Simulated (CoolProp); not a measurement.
A single-stage vapour-compression cycle with fluoroethane (R161): evaporating at 246.15 K (dew point), condensing at 298.15 K (bubble point), superheat 2 K, subcooling 5 K, compressor efficiency 0.75, no pressure losses. Each further row changes one setting.

Model: reference Helmholtz-energy equation of state, Wu 2012, in CoolProp.

```json
[
 {"case": "as stated", "cooling COP": "2.95", "pressure ratio": "5.75", "discharge temperature (K)": "344.8", "refrigerating effect (kJ/kg)": "316", "volumetric capacity (kJ/m³)": "1240"},
 {"case": "evaporating temperature 251.15 K", "cooling COP": "3.40", "pressure ratio": "4.69", "discharge temperature (K)": "339.2", "refrigerating effect (kJ/kg)": "320", "volumetric capacity (kJ/m³)": "1520"},
 {"case": "condensing temperature 293.15 K", "cooling COP": "3.35", "pressure ratio": "?", "discharge temperature (K)": "?", "refrigerating effect (kJ/kg)": "327", "volumetric capacity (kJ/m³)": "1280"},
 {"case": "subcooling 10 K", "cooling COP": "?", "pressure ratio": "5.75", "discharge temperature (K)": "344.8", "refrigerating effect (kJ/kg)": "327", "volumetric capacity (kJ/m³)": "1280"},
 {"case": "superheat 12 K", "cooling COP": "2.93", "pressure ratio": "5.75", "discharge temperature (K)": "355.4", "refrigerating effect (kJ/kg)": "327", "volumetric capacity (kJ/m³)": "1230"},
 {"case": "compressor efficiency 0.65", "cooling COP": "2.56", "pressure ratio": "5.75", "discharge temperature (K)": "355.4", "refrigerating effect (kJ/kg)": "316", "volumetric capacity (kJ/m³)": "1240"}
]
```

Question: Complete the blanks.

Answer: 
- condensing temperature 293.15 K, pressure ratio: 5.01
- condensing temperature 293.15 K, discharge temperature (K): 336.9
- subcooling 10 K, cooling COP: 3.06
